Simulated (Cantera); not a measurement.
Input (Python, Cantera):

```python
import numpy as np
import cantera as ct

gas = ct.Solution("gri30.yaml")
gas.TPX = 2323, 26000, {'CH4': 0.042, 'H2': 1, 'H': 0.1}
inlet = ct.Reservoir(gas, clone=True)

reactor = ct.IdealGasConstPressureReactor(gas, energy="off", clone=False)
exhaust = ct.Reservoir(gas, clone=True)
tau = [0.96, 0.29, 0.087, 0.026, 0.0078, 0.0023, 0.0007, 0.00021][0]
for a, b in ((inlet, reactor), (reactor, exhaust)):
    ct.MassFlowController(a, b, mdot=lambda t: reactor.mass / tau)
net = ct.ReactorNet([reactor])
show = ['CH4', 'H2', 'H', 'C2H2', 'CH3', 'C2H4']

rows = []
print(f"{'tau/s':>10s}{'T/K':>9s}" + "".join(f"{s:>11s}" for s in show))
for tau in [0.96, 0.29, 0.087, 0.026, 0.0078, 0.0023, 0.0007, 0.00021]:
    net.initial_time = 0.0
    net.advance(30 * tau)
    before = gas.X
    net.advance(40 * tau)
    drift = np.max(np.abs(gas.X - before) / (gas.X + 1e-9))
    rows.append([gas.T, *gas[show].X, drift])
    print(f"{tau:10.3e}{gas.T:9.1f}" + "".join(f"{x:11.3e}" for x in gas[show].X))
```

Output:

```
     tau/s      T/K        CH4         H2          H       C2H2        CH3       C2H4
 9.600e-01   2323.0  2.108e-04  9.604e-01  2.114e-02  1.815e-02  8.620e-05  6.485e-06
 2.900e-01   2323.0  3.526e-04  9.602e-01  2.123e-02  1.805e-02  1.447e-04  6.534e-06
 8.700e-02   2323.0  6.184e-04  9.598e-01  2.144e-02  1.786e-02  2.562e-04  6.757e-06
 2.600e-02   2323.0  1.089e-03  9.590e-01  2.189e-02  1.753e-02  4.604e-04  7.600e-06
 7.800e-03   2323.0  1.871e-03  9.575e-01  2.278e-02  1.695e-02  8.227e-04  1.038e-05
 2.300e-03   2323.0  3.090e-03  9.548e-01  2.452e-02  1.601e-02  1.460e-03  1.869e-05
 7.000e-04   2323.0  4.711e-03  9.504e-01  2.755e-02  1.465e-02  2.493e-03  3.914e-05
 2.100e-04   2323.0  6.718e-03  9.436e-01  3.245e-02  1.272e-02  4.155e-03  8.338e-05
```

Cantera simulation using GRI-Mech 3.0 (53 species, 325 reactions); the numbers are that mechanism's predictions, not measurements. GRI-Mech 3.0 stops at C3 and has no aromatics, soot or wall deposition, so with more carbon than oxygen in the feed, carbon stays in small species such as C2H2 where larger ones or solid carbon would form.
